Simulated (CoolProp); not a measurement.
Model: reference Helmholtz-energy equation of state, Wagner 2002, in CoolProp.

For water, give the phase and the cv (kJ/(kg K)), viscosity (µPa s) at 833 K and 7.13 bar; 388.6 K and 4.73 bar; 844.6 K and 0.99 bar.


- 833 K and 7.13 bar: gas; cv 1.72, viscosity 31.0
- 388.6 K and 4.73 bar: liquid; cv 3.69, viscosity 242
- 844.6 K and 0.99 bar: gas; cv 1.72, viscosity 31.5

Viscosity comes from a separate model (Huber 2009).
